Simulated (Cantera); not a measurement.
AlBr₃ + H₂O + H₂ (aluminium nitride and oxide growth)

Input: 1 mol AlBr₃, 7.3 mol H₂O, 6.2 mol H₂, held at 1350 °C.

Cantera equilibrium calculation (NASA polynomials, part measured and part estimated; ideal gas, pure solids and liquids). Candidate condensed phases: Al, AlBr₃, Al₂O₃, Br₂, H₂O; 25 gas species. Gases not in the tables: Al(OH)₃. The numbers say what is thermodynamically allowed, not how fast it happens.

```tsv
P (Pa)	x H₂	x H₂O	x HBr	x Br	n Al₂O₃(s)
10	0.433	0.370	0.114	0.0781	0.500
32	0.427	0.376	0.140	0.0542	0.500
100	0.423	0.379	0.161	0.0354	0.500
320	0.419	0.382	0.176	0.0217	0.500
1000	0.417	0.384	0.186	0.0130	0.500
3200	0.415	0.385	0.192	0.00752	0.500
10000	0.415	0.386	0.195	0.00433	0.500
32000	0.414	0.386	0.197	0.00245	0.500
100000	0.414	0.386	0.198	0.00139	0.500
```
x: gas mole fraction; n: condensed amount in mol.

From 0.000100 bar to 1.00 bar the condensed part is Al₂O₃(s).
